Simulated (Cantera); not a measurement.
Feed: 1 mol CO, a varied amount of H₂, held at 877 °C and 1.40 bar.

Method: chemical equilibrium by Gibbs-energy minimisation in Cantera with the NASA 1993 tables (ideal gas, pure condensed phases). Candidate condensed phases: C, C₆H₆, C₇H₈, C₈H₁₈, H₂O; 110 gas species. Equilibrium is a limit: real reactors are often held back by kinetics, nucleation or transport.

Q: Which condensed phases are stable at each of these points (n(H₂) (mol)): 0.39, 0.7, 1.3, 2.3, 4.1, 7.4, 13, 24, 43, 78?

A: 
| n(H₂) (mol) | condensed phases | C condensed (%) |
|---|---|---|
| 0.39 | C(graphite) | 4.8 |
| 0.7 | C(graphite) | 4.4 |
| 1.3 | C(graphite) | 3.3 |
| 2.3 | C(graphite) | 0.8 |
| 4.1 | gas only | 0.0 |
| 7.4 | gas only | 0.0 |
| 13 | gas only | 0.0 |
| 24 | gas only | 0.0 |
| 43 | gas only | 0.0 |
| 78 | gas only | 0.0 |

From 0.39 mol H₂ to 2.3 mol H₂ the condensed part is C(graphite). From 4.1 mol H₂ to 78 mol H₂ nothing is condensed.
